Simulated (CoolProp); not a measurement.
R114 along the isotherm 125.55 °C: Z from the reference equation and from simpler models built on Tc = 147.5 °C, pc = 3.352 MPa, ω = 0.252; each cubic takes its own stable root.

Computed with CoolProp (reference Helmholtz-energy equation of state, Platzer 1990). This equation is an older, rougher fit; its heat capacities, sound speeds and derivatives of the liquid may be far off and weren't checked against measurements.

```json
[
 {"p (MPa)": "0.559", "phase": "gas", "reference": "0.9289"},
 {"p (MPa)": "1.12", "phase": "gas", "reference": "0.8464"},
 {"p (MPa)": "1.68", "phase": "gas", "reference": "0.7452"},
 {"p (MPa)": "2.23", "phase": "gas", "reference": "0.6025"},
 {"p (MPa)": "2.79", "phase": "liquid", "reference": "0.1388"},
 {"p (MPa)": "3.35", "phase": "liquid", "reference": "0.1630"},
 {"p (MPa)": "3.91", "phase": "liquid", "reference": "0.1870"},
 {"p (MPa)": "4.47", "phase": "liquid", "reference": "0.2107"},
 {"p (MPa)": "5.03", "phase": "liquid", "reference": "0.2342"}
]
```

**Question.** How far does each simpler model (Soave-Redlich-Kwong, Peng-Robinson) lie from the reference over these 9 states: mean and median of the absolute difference, and the worst?

**Answer.** 
- Soave-Redlich-Kwong: mean 6.8 %, median 9.2 %, worst +13.9 % at 125.55 °C and 2.79 MPa
- Peng-Robinson: mean 1.2 %, median 1.2 %, worst -2.7 % at 125.55 °C and 5.03 MPa
